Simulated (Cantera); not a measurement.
A perfectly stirred reactor is fed with C2H6 : N2 : H2O = 1 : 190 : 0.2 (molar parts), at 1.50 bar; it is held at 1075 K, and followed from long to short residence time.

Detailed kinetics in Cantera: GRI-Mech 3.0 (53 species, 325 reactions). GRI-Mech 3.0 stops at C3 and has no aromatics, soot or wall deposition, so with more carbon than oxygen in the feed, carbon stays in small species such as C2H2 where larger ones or solid carbon would form.

One state of this run: x C2H6 = 0.00495; x C2H2 = 1.66e-6; x C2H4 = 0.000273; x H = 6.99e-8; x HCN = <1e-12; x CH4 = 8.87e-6; x CH2 = 2.92e-12. x: mole fraction; the columns are a selection and need not sum to one.

Which value of τ (s) does it belong to?
(A) 0.76
(B) 0.024
(C) 0.24
(D) 0.0023

B, 0.024
